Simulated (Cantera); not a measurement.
# Equilibrium for chemical vapour transport: AlN + HI + H2

A closed system holds: 1 mol AlN, 0.18 mol HI, 0.54 mol H2, held at 1398 K.

Cantera equilibrium calculation (NASA polynomials, part measured and part estimated; ideal gas, pure solids and liquids). Candidate condensed phases: Al, AlI3, AlN, I2; 19 gas species. The numbers say what is thermodynamically allowed, not how fast it happens.

```tsv
P (Pa)	log p H2	log p HI	log p I	log p AlI3	log p N2	log p AlI	n AlN(s)
1000	-2.11	-3.17	-2.85	-4.31	-4.19	-4.10	0.990
2400	-1.73	-2.69	-2.56	-3.63	-3.78	-4.01	0.989
5600	-1.36	-2.24	-2.30	-3.08	-3.33	-3.98	0.987
13000	-0.99	-1.83	-2.07	-2.60	-2.88	-3.96	0.985
32000	-0.60	-1.39	-1.83	-2.13	-2.42	-3.96	0.983
75000	-0.23	-1.00	-1.62	-1.71	-2.01	-3.96	0.981
180000	0.16	-0.60	-1.42	-1.30	-1.60	-3.96	0.979
420000	0.52	-0.22	-1.22	-0.91	-1.21	-3.96	0.979
1000000	0.90	0.16	-1.03	-0.52	-0.82	-3.96	0.978
```
log p: log10 of the partial pressure in bar; n: condensed amount in mol.

From 10.0 mbar to 10.0 bar the condensed part is AlN(s). The main Al-bearing gas is AlI at 10.0 mbar and AlI3 at 10.0 bar. The share of Al in condensed phases is highest at 10.0 mbar (99.0 %) and lowest at 10.0 bar (97.8 %).
